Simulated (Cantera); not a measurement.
# Stirred combustor or abatement burner

A perfectly stirred reactor is fed with CH₄ : O₂ : N₂ = 0.73 : 1.18 : 4.42 (molar parts), equivalence ratio 1.2, at 10.0 bar; it is adiabatic with a 800 K inlet, and is followed from long to short residence time, starting on the burning branch (τ in s: 0.036, 0.014, 0.0057, 0.0022, 0.00088, 0.00035, 0.00014, 5.4e-05, 2.2e-05, 8.5e-06, 3.4e-06).

Detailed kinetics in Cantera: GRI-Mech 3.0 (53 species, 325 reactions).

```csv
τ (s),T (K),x CH₄,x O₂,x OH,x CH₂O,x H
0.036,2471,4.64e-6,0.000129,0.00158,2.87e-7,0.00129
0.014,2469,1.09e-5,0.000165,0.00166,6.88e-7,0.00135
0.0057,2466,2.27e-5,0.000240,0.00181,1.52e-6,0.00148
0.0022,2460,4.50e-5,0.000406,0.00208,3.34e-6,0.00172
0.00088,2451,8.09e-5,0.000718,0.00247,6.73e-6,0.00208
0.00035,2436,0.000142,0.00131,0.00300,1.31e-5,0.00261
0.00014,2414,0.000256,0.00240,0.00359,2.53e-5,0.00326
5.4e-5,2379,0.000521,0.00461,0.00406,5.20e-5,0.00392
2.2e-5,2320,0.00129,0.00954,0.00384,0.000118,0.00402
8.5e-6,800,0.115,0.186,<1e-12,<1e-12,<1e-12
3.4e-6,800,0.115,0.186,<1e-12,<1e-12,<1e-12
```
x: mole fraction; the columns are a selection and need not sum to one.
